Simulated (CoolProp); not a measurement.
Vapour-liquid equilibrium of carbon dioxide (1) + propylene (2) at 11.5 bar; x and y are mole fractions of (1).

Model: multi-fluid Helmholtz-energy mixture model, Span 1996 and Lemmon 2013; pair parameters Bell 2016, in CoolProp.

**Question.** Give the bubble temperature and the first vapour's composition at x = 0.25, 0.55, 0.75. Is there an azeotrope?

**Answer.** x = 0.25: 260.8 K, y = 0.688; x = 0.55: 246.2 K, y = 0.858; x = 0.75: 241.5 K, y = 0.914. No azeotrope shows between x = 0.05 and 0.95.

Pair parameters are fitted to limited data, so mixtures are less certain than the pure fluids.
